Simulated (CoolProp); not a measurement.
Vapour-liquid equilibrium of R134a (1) + methanol (2) at 64 kPa; x and y are mole fractions of (1).

Values from CoolProp's multi-fluid Helmholtz-energy mixture model, Tillner-Roth 1994 and de Reuck 1993; pair parameters Bell 2016.

Problem. Give the bubble temperature and the first vapour's composition at x = 0.05, 0.8, 0.95. Is there an azeotrope?

Solution. x = 0.05: 274.4 K, y = 0.932; x = 0.8: 241.2 K, y = 0.996; x = 0.95: 238.5 K, y = 0.999. No azeotrope shows between x = 0.05 and 0.95.

Pair parameters are fitted to limited data, so mixtures are less certain than the pure fluids. With so large a gap from Raoult's law the liquid may split in two, which this calculation doesn't test in full.
